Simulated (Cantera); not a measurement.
A Cantera script and its output.

```python
import numpy as np
import cantera as ct

gas = ct.Solution("gri30.yaml")
gas.TPX = 2025, 29000, {'CH4': 0.015, 'H2': 1, 'CO2': 0.0061}
reactor = ct.IdealGasConstPressureReactor(gas, energy="off", clone=False)
net = ct.ReactorNet([reactor])
net.rtol, net.atol = 1e-08, 1e-18
show = ['CH4', 'H2', 'CO2', 'C2H6', 'OH', 'H2O2', 'CH3']
times = np.geomspace(0.0002, 60, 9)

steps = ct.SolutionArray(gas, extra=["t"])
rows = []
print(f"{'t/s':>10s}{'T/K':>9s}{'P/Pa':>11s}" + "".join(f"{s:>11s}" for s in show))
for t in times:
    while net.time < t:
        t_next = net.step()
        steps.append(gas.state, t=t_next)
    rows.append([np.interp(t, steps.t, y) for y in (steps.T, steps.P, *steps(*show).X.T)])
    print(f"{t:10.3e}{rows[-1][0]:9.1f}{rows[-1][1]:11.4g}" + "".join(f"{x:11.3e}" for x in rows[-1][2:]))
rate = np.gradient(steps.T, steps.t)
print("integrator steps:", len(steps.t))
if steps.T.max() > steps.T[0] + 200:
    print(f"time of steepest temperature rise: {steps.t[rate.argmax()]:.4e} s")
gas.TPX = 2025, 29000, {'CH4': 0.015, 'H2': 1, 'CO2': 0.0061}
gas.equilibrate("TP")
print(f"equilibrium (TP): T = {gas.T:.1f} K  " + "  ".join(f"{s} {gas[s].X[0]:.3e}" for s in show))
```

Output:

```
       t/s      T/K       P/Pa        CH4         H2        CO2       C2H6         OH       H2O2        CH3
 2.000e-04   2025.0    2.9e+04  1.426e-02  9.777e-01  5.610e-03  5.320e-07  2.690e-07  9.262e-16  3.840e-04
 9.675e-04   2025.0    2.9e+04  1.263e-02  9.730e-01  2.234e-03  1.581e-06  1.501e-06  1.194e-14  8.243e-04
 4.681e-03   2025.0    2.9e+04  7.870e-03  9.733e-01  1.506e-05  6.605e-07  2.143e-06  2.296e-14  5.428e-04
 2.264e-02   2025.0    2.9e+04  2.741e-03  9.762e-01  7.566e-06  8.283e-08  2.090e-06  2.182e-14  1.934e-04
 1.095e-01   2025.0    2.9e+04  8.997e-04  9.776e-01  7.215e-06  9.383e-09  1.763e-06  1.551e-14  6.414e-05
 5.299e-01   2025.0    2.9e+04  5.401e-04  9.790e-01  4.649e-06  3.564e-09  8.520e-07  3.625e-15  3.853e-05
 2.564e+00   2025.0    2.9e+04  2.659e-04  9.803e-01  3.727e-07  1.047e-09  5.607e-08  1.570e-17  1.896e-05
 1.240e+01   2025.0    2.9e+04  2.378e-04  9.804e-01  4.112e-10  8.865e-10  6.112e-11  1.866e-23  1.696e-05
 6.000e+01   2025.0    2.9e+04  2.378e-04  9.804e-01  4.090e-10  8.865e-10  6.079e-11  1.846e-23  1.696e-05
integrator steps: 1263
equilibrium (TP): T = 2025.0 K  CH4 2.378e-04  H2 9.804e-01  CO2 4.128e-10  C2H6 8.867e-10  OH 6.136e-11  H2O2 1.881e-23  CH3 1.697e-05
```

Cantera simulation using GRI-Mech 3.0 (53 species, 325 reactions); the numbers are that mechanism's predictions, not measurements. GRI-Mech 3.0 stops at C3 and has no aromatics, soot or wall deposition, so with more carbon than oxygen in the feed, carbon stays in small species such as C2H2 where larger ones or solid carbon would form.
